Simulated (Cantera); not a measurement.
A perfectly stirred reactor is fed with C3H8 : O2 : N2 = 1 : 9.26 : 34.8 (molar parts), equivalence ratio 0.54, at 500000 Pa; it is adiabatic with a 500 K inlet, and is followed from long to short residence time, starting on the burning branch (τ in s: 0.04, 0.012, 0.0038, 0.0012, 0.00036, 0.00011, 3.4e-05, 1e-05, 3.2e-06).

Computed with Cantera and GRI-Mech 3.0 (53 species, 325 reactions). GRI-Mech 3.0 was tuned for natural gas; its chemistry of propane as a main component is partial and can be far from experiment.

Problem. What does this change do: inlet temperature 500 to 600 K?

Solution. 
```tsv
quantity	before	after
blow-out, bracketed by the residence times tried	burning at 0.360 ms, out at 0.110 ms	burning at 0.110 ms, out at 34.0 µs
x(C3H8) at τ = 40.0 ms	1.18e-6	7.57e-7
x(O2) at τ = 40.0 ms	0.0925	0.0924
x(H2) at τ = 40.0 ms	2.38e-5	2.86e-5
x(CO) at τ = 40.0 ms	0.000253	0.000228
x(HCO) at τ = 40.0 ms	6.79e-9	6.31e-9
x(C3H8) at τ = 0.360 ms	3.76e-5	2.48e-5
x(O2) at τ = 0.360 ms	0.0959	0.0949
x(H2) at τ = 0.360 ms	0.000476	0.000488
x(CO) at τ = 0.360 ms	0.00706	0.00574
x(HCO) at τ = 0.360 ms	9.72e-7	8.98e-7
```
